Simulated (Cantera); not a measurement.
## Reactions in the system N-O-Ta

Standard-state values (1 bar) from the NASA 1993 polynomials, evaluated with Cantera. Values are per mole of reaction as written; species without (g) are pure solids or liquids, kept so even where they would boil at 1 bar.

5 N2O(g) + 3 Ta2O5 → 6 Ta + 10 NO2(g)

```
T (K)  ΔH° (kJ)  ΔS° (J/K)  ΔG° (kJ)  log10 K  condensed phases
-----  --------  ---------  --------  -------  ----------------
300      6071.8     1120.5    5735.6  -998.64   Ta2O5(s), Ta(s)
1698     5902.5      923.3    4334.8  -133.34   Ta2O5(s), Ta(s)
1748     5895.8      919.4    4288.7  -128.15   Ta2O5(s), Ta(s)
1798     5889.1      915.6    4242.8  -123.26   Ta2O5(s), Ta(s)
1848     5882.4      912.0    4197.1  -118.63   Ta2O5(s), Ta(s)
1898     5875.8      908.4    4151.6  -114.25   Ta2O5(s), Ta(s)
1948     5869.2      905.0    4106.3  -110.11   Ta2O5(s), Ta(s)
1998     5862.6      901.6    4061.1  -106.17   Ta2O5(s), Ta(s)
2048     5856.0      898.4    4016.1  -102.43   Ta2O5(s), Ta(s)
2098     5484.0      717.7    3978.3   -99.05   Ta2O5(l), Ta(s)
2148     5471.1      711.6    3942.6   -95.87   Ta2O5(l), Ta(s)
```

O(g) + 2 TaO2(g) → Ta2O5

```csv
T (K),ΔH° (kJ),ΔS° (J/K),ΔG° (kJ),log10 K,condensed phases
300,-1893.5,-578.3,-1720.0,299.47,Ta2O5(s)
1698,-1827.1,-504.5,-970.5,29.86,Ta2O5(s)
1748,-1824.1,-502.7,-945.3,28.25,Ta2O5(s)
1798,-1821.1,-501.0,-920.2,26.73,Ta2O5(s)
1848,-1818.1,-499.4,-895.2,25.30,Ta2O5(s)
1898,-1815.0,-497.8,-870.3,23.95,Ta2O5(s)
1948,-1812.0,-496.2,-845.5,22.67,Ta2O5(s)
1998,-1808.9,-494.6,-820.7,21.46,Ta2O5(s)
2048,-1805.8,-493.1,-796.0,20.30,Ta2O5(s)
2098,-1680.8,-432.4,-773.7,19.26,Ta2O5(l)
2148,-1675.5,-429.9,-752.2,18.29,Ta2O5(l)
```

Ta + 2 O(g) → TaO2(g)

```
T (K)  ΔH° (kJ)  ΔS° (J/K)  ΔG° (kJ)  log10 K
-----  --------  ---------  --------  -------
300      -699.2      -83.5    -674.2   117.38
1698     -721.1     -112.9    -529.4    16.28
1748     -721.8     -113.3    -523.7    15.65
1798     -722.5     -113.7    -518.0    15.05
1848     -723.2     -114.1    -512.3    14.48
1898     -724.0     -114.5    -506.6    13.94
1948     -724.7     -114.9    -500.9    13.43
1998     -725.4     -115.3    -495.1    12.94
2048     -726.2     -115.6    -489.4    12.48
2098     -727.0     -116.0    -483.6    12.04
2148     -727.7     -116.4    -477.8    11.62
```
